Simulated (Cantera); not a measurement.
Mixture: 4.23 % CH4, 20.1 % O2, 75.7 % N2, equivalence ratio 0.42, at 13500 Torr, adiabatic and at constant pressure. Ignition delay is the time to a rise of 400 K.

Model: GRI-Mech 3.0 (53 species, 325 reactions), integrated in Cantera. The pressure lies above the range GRI-Mech 3.0 was tuned for (to about 10 atm).

Problem. Predict: delay at 1100 K; delay at 1200 K; delay at 1300 K; delay at 1400 K; delay at 1500 K; apparent activation energy between 1400 and 1500 K.

Solution. 
```
Item                                                     Value
--------------------------------------------------  ----------
delay at 1100 K                                        7.48 ms
delay at 1200 K                                        1.90 ms
delay at 1300 K                                       0.592 ms
delay at 1400 K                                       0.213 ms
delay at 1500 K                                        85.8 µs
apparent activation energy between 1400 and 1500 K  160 kJ/mol
```
